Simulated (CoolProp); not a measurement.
Properties of octamethyltrisiloxane (MDM) along the isobar 6900 kPa.

The numbers come from the reference Helmholtz-energy equation of state, Thol 2017 in CoolProp.

```csv
T (°C),phase,cv (kJ/(kg K)),Joule-Thomson coefficient (K/MPa),isothermal compressibility (1/MPa),expansivity (1/kK),fugacity coefficient
-49.95,liquid,1.350,-0.5185,0.0009184,1.050,1.634e-7
-44.95,liquid,1.355,-0.5155,?,1.054,3.089e-7
-39.85,liquid,1.361,-0.5121,?,1.058,5.718e-7
-34.85,liquid,1.367,-0.5086,0.001018,1.063,1.014e-6
-29.85,liquid,1.373,-0.5049,0.001054,1.068,1.746e-6
-24.85,liquid,1.380,-0.5009,0.001091,1.073,2.929e-6
-19.75,liquid,1.388,-0.4966,?,1.078,4.838e-6
-14.75,liquid,1.396,-0.4922,0.001171,1.084,7.726e-6
-9.75,liquid,1.404,-0.4876,0.001213,1.090,1.207e-5
-4.75,liquid,1.413,-0.4829,0.001256,1.096,1.848e-5
0.35,liquid,1.423,?,0.001303,1.103,2.795e-5
5.35,liquid,1.432,-0.4727,0.001351,1.110,4.118e-5
10.35,liquid,1.443,-0.4675,0.001401,?,5.964e-5
```

Q: Complete the blanks.

A: 
- -44.95, isothermal compressibility (1/MPa): 0.0009500
- -39.85, isothermal compressibility (1/MPa): 0.0009836
- -19.75, isothermal compressibility (1/MPa): 0.001130
- 0.35, Joule-Thomson coefficient (K/MPa): -0.4778
- 10.35, expansivity (1/kK): 1.117
